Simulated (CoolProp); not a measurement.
Values from CoolProp's reference Helmholtz-energy equation of state, McLinden 2015.

### Question
For the fluoroketone C6F12O (FK-5-1-12), give the phase and the Z, Joule-Thomson coefficient (K/MPa) at 226.85 °C and 0.238 MPa.

### Answer
- 226.85 °C and 0.238 MPa: gas; Z 0.972, Joule-Thomson coefficient 5.73
